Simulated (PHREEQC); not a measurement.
Na2CO3 is added in steps, without added water, to 1 kg of water holding 0.044 mol/kgw NaH2PO4, at 25 °C. O2 is buffered at 0.21 atm. CO2 from the air is kept out. The run lets Nahcolite, Natron precipitate or redissolve, and no other solid.

Base run: PHREEQC, ion-association model, wateq4f.dat. Each further column changes one thing. The table gives NaCO3- (mol/kgw).

```json
[
 {"Na2CO3 added (mol)": "0", "base": "0", "Davies equation for every ion": "0", "Debye-Hückel limiting law": "0", "all activity coefficients set to 1": "0", "database phreeqc.dat": "0"},
 {"Na2CO3 added (mol)": "0.019", "base": "6.25e-6", "Davies equation for every ion": "6.23e-6", "Debye-Hückel limiting law": "3.91e-6", "all activity coefficients set to 1": "1.44e-5", "database phreeqc.dat": "6.32e-6"},
 {"Na2CO3 added (mol)": "0.0285", "base": "2.68e-5", "Davies equation for every ion": "2.70e-5", "Debye-Hückel limiting law": "1.57e-5", "all activity coefficients set to 1": "6.26e-5", "database phreeqc.dat": "2.71e-5"},
 {"Na2CO3 added (mol)": "0.0475", "base": "0.00182", "Davies equation for every ion": "0.00182", "Debye-Hückel limiting law": "0.00103", "all activity coefficients set to 1": "0.00308", "database phreeqc.dat": "0.00183"},
 {"Na2CO3 added (mol)": "0.0665", "base": "0.0106", "Davies equation for every ion": "0.0107", "Debye-Hückel limiting law": "0.00551", "all activity coefficients set to 1": "0.0166", "database phreeqc.dat": "0.0106"},
 {"Na2CO3 added (mol)": "0.076", "base": "0.0155", "Davies equation for every ion": "0.0157", "Debye-Hückel limiting law": "0.00769", "all activity coefficients set to 1": "0.0239", "database phreeqc.dat": "0.0155"},
 {"Na2CO3 added (mol)": "0.095", "base": "0.0260", "Davies equation for every ion": "0.0265", "Debye-Hückel limiting law": "0.0117", "all activity coefficients set to 1": "0.0392", "database phreeqc.dat": "0.0259"},
 {"Na2CO3 added (mol)": "0.114", "base": "0.0372", "Davies equation for every ion": "0.0382", "Debye-Hückel limiting law": "0.0153", "all activity coefficients set to 1": "0.0551", "database phreeqc.dat": "0.0369"},
 {"Na2CO3 added (mol)": "0.1235", "base": "0.0430", "Davies equation for every ion": "0.0443", "Debye-Hückel limiting law": "0.0169", "all activity coefficients set to 1": "0.0632", "database phreeqc.dat": "0.0426"},
 {"Na2CO3 added (mol)": "0.1425", "base": "0.0550", "Davies equation for every ion": "0.0571", "Debye-Hückel limiting law": "0.0198", "all activity coefficients set to 1": "0.0797", "database phreeqc.dat": "0.0544"},
 {"Na2CO3 added (mol)": "0.1615", "base": "0.0674", "Davies equation for every ion": "0.0704", "Debye-Hückel limiting law": "0.0222", "all activity coefficients set to 1": "0.0966", "database phreeqc.dat": "0.0666"},
 {"Na2CO3 added (mol)": "0.171", "base": "0.0738", "Davies equation for every ion": "0.0773", "Debye-Hückel limiting law": "0.0232", "all activity coefficients set to 1": "0.105", "database phreeqc.dat": "0.0728"},
 {"Na2CO3 added (mol)": "0.19", "base": "0.0868", "Davies equation for every ion": "0.0915", "Debye-Hückel limiting law": "0.0250", "all activity coefficients set to 1": "0.122", "database phreeqc.dat": "0.0855"}
]
```

H3PO4, which wateq4f.dat lacks, is added to it with the constant of phreeqc.dat.  phreeqc.dat and wateq4f.dat share most of their constants, so their agreement is no independent check.
